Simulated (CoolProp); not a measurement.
Ethylbenzene at several states: Z from the reference equation and from simpler models built on Tc = 617.1 K, pc = 3.622 MPa, ω = 0.304; each cubic takes its own stable root.

Model: reference Helmholtz-energy equation of state, Zhou 2012, in CoolProp.

```csv
T (K),p (MPa),phase,reference
478.3,2.42,liquid,0.09339
374.6,11,liquid,0.4650
305.7,0.0276,liquid,0.001347
561.7,0.0294,gas,0.9960
```

### Question
How far does each simpler model (Redlich-Kwong, Peng-Robinson) lie from the reference over these 4 states: mean and median of the absolute difference, and the worst?

### Answer
- Redlich-Kwong: mean 13.1 %, median 16.2 %, worst +19.8 % at 478.3 K and 2.42 MPa
- Peng-Robinson: mean 0.5 %, median 0.4 %, worst +1.3 % at 305.7 K and 0.0276 MPa
